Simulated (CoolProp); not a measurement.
A single-stage vapour-compression cycle with fluoroethane (R161): evaporating at 205.15 K (dew point), condensing at 235.15 K (bubble point), superheat 0 K, subcooling 5 K, compressor efficiency 0.75, no pressure losses. Each further row changes one setting.

Values from CoolProp's reference Helmholtz-energy equation of state, Wu 2012.

| case | cooling COP | pressure ratio | discharge temperature (K) | refrigerating effect (kJ/kg) | volumetric capacity (kJ/m³) |
|---|---|---|---|---|---|
| as stated | … | 5.06 | 286.4 | 407 | 228 |
| evaporating temperature 210.15 K | 5.89 | … | 276.3 | 412 | 306 |
| condensing temperature 230.15 K | 5.73 | 3.99 | … | 417 | 233 |
| subcooling 10 K | 4.80 | 5.06 | 286.4 | 417 | 233 |
| superheat 10 K | … | 5.06 | 297.8 | 418 | 222 |
| compressor efficiency 0.65 | 4.06 | 5.06 | … | 407 | 228 |

Task: Some entries are withheld; supply them.

Result: 
- as stated, cooling COP: 4.69
- evaporating temperature 210.15 K, pressure ratio: 3.72
- condensing temperature 230.15 K, discharge temperature (K): 274.2
- superheat 10 K, cooling COP: 4.59
- compressor efficiency 0.65, discharge temperature (K): 297.1
